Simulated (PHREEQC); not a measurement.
# City or well water

Model water analysis in mg/kgw, 20 °C, pH 7.09, pe 10.9: Na 35.7; K 95.1; Ca 53.4; Mg 9.46; Cl 23.4; S(6) as SO4 62.8; Alkalinity as HCO3 324; B 0.032; Pb 4.4.

Cl is adjusted to close the charge balance.
Valence states are taken as typed.

Model: ion-association model, phreeqc.dat, run in PHREEQC.

| Property | Result |
|---|---|
| ionic strength | 0.00935 mol/kgw |
| specific conductance | 672 µS/cm |

```json
[
 {"species": "HCO3-", "molality": "0.00519", "activity": "0.00471", "log γ": "-0.042"},
 {"species": "K+", "molality": "0.00243", "activity": "0.00219", "log γ": "-0.044"},
 {"species": "Na+", "molality": "0.00155", "activity": "0.00140", "log γ": "-0.043"},
 {"species": "Ca+2", "molality": "0.00122", "activity": "0.000833", "log γ": "-0.167"},
 {"species": "CO2", "molality": "0.000921", "activity": "0.000923", "log γ": "0.001"},
 {"species": "Cl-", "molality": "0.000853", "activity": "0.000771", "log γ": "-0.044"},
 {"species": "SO4-2", "molality": "0.000571", "activity": "0.000386", "log γ": "-0.169"}
]
```

Precipitation was switched off in this run. Saturation is exceeded, for instance for Cerussite; the values hold only as long as no solid forms.
